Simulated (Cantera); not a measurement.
Input (Python, Cantera):

```python
import numpy as np
import cantera as ct

gas = ct.Solution("gri30.yaml")
gas.TPX = 650, 500000, {'CH4': 1, 'C2H6': 0.072, 'C3H8': 0.11, 'O2': 3.64, 'N2': 13.7, 'H2O': 0.67}
flame = ct.FreeFlame(gas, width=0.013)
flame.set_refine_criteria(ratio=3, slope=0.08, curve=0.16)
flame.transport_model = "mixture-averaged"
flame.solve(loglevel=0, auto=True)
z, T = flame.grid, flame.T
thick = (T[-1] - T[0]) / np.gradient(T, z).max()
show = ['CH4', 'C2H6', 'C3H8', 'O2', 'H2O', 'C2H2']
print(f"laminar burning velocity  {flame.velocity[0] * 100:.3f} cm/s")
print(f"burnt temperature         {T[-1]:.1f} K")
print(f"thermal thickness         {thick * 1e3:.4f} mm")
print(f"grid points               {len(z)}")
z0 = z[flame.heat_release_rate.argmax()]
print(f"{'z/mm':>9s}{'T/K':>9s}{'u/(m/s)':>9s}" + "".join(f"{s:>11s}" for s in show))
rows = []
for k in (-3, -2, -1.5, -1, -0.5, -0.25, 0, 0.25, 0.5, 1, 2, 4, 8):
    zz = z0 + k * thick
    rows.append([k * thick, np.interp(zz, z, T), np.interp(zz, z, flame.velocity),
                 *(np.interp(zz, z, flame.X[gas.species_index(s)]) for s in show)])
    print(f"{rows[-1][0] * 1e3:9.3f}{rows[-1][1]:9.1f}{rows[-1][2]:9.3f}" + "".join(f"{x:11.3e}" for x in rows[-1][3:]))
```

Output:

```
laminar burning velocity  63.513 cm/s
burnt temperature         2165.6 K
thermal thickness         0.1143 mm
grid points               131
     z/mm      T/K  u/(m/s)        CH4       C2H6       C3H8         O2        H2O       C2H2
   -0.343    650.7    0.636  5.203e-02  3.749e-03  5.728e-03  1.895e-01  3.506e-02  2.302e-08
   -0.229    655.2    0.641  5.173e-02  3.742e-03  5.721e-03  1.890e-01  3.593e-02  2.389e-07
   -0.172    671.2    0.658  5.088e-02  3.720e-03  5.701e-03  1.875e-01  3.854e-02  1.308e-06
   -0.114    744.6    0.733  4.740e-02  3.586e-03  5.554e-03  1.810e-01  4.855e-02  8.151e-06
   -0.057   1073.9    1.068  3.304e-02  2.612e-03  3.836e-03  1.501e-01  8.455e-02  5.672e-05
   -0.029   1410.9    1.415  1.841e-02  1.258e-03  1.276e-03  1.161e-01  1.170e-01  1.304e-04
    0.000   1753.6    1.764  4.175e-03  8.491e-05  2.606e-05  7.813e-02  1.477e-01  1.639e-04
    0.029   1916.8    1.921  2.272e-04  1.816e-07  6.789e-09  5.811e-02  1.592e-01  1.589e-05
    0.057   1989.3    1.984  6.867e-06  1.536e-10  7.528e-13  5.141e-02  1.620e-01  3.710e-07
    0.114   2067.2    2.051  1.243e-08  1.278e-15  4.229e-19  4.688e-02  1.649e-01  4.190e-10
    0.229   2126.8    2.103  7.506e-13  1.102e-21  4.147e-28  4.440e-02  1.682e-01  3.232e-14
    0.457   2156.4    2.128  1.327e-14 -1.294e-26  9.654e-37  4.344e-02  1.701e-01  7.614e-18
    0.915   2164.9    2.135  2.555e-15 -4.884e-27  6.912e-38  4.321e-02  1.707e-01  1.407e-19
```

Cantera simulation using GRI-Mech 3.0 (53 species, 325 reactions); the numbers are that mechanism's predictions, not measurements. Burning velocities carry a grid error of a few per cent, more on coarse grids.
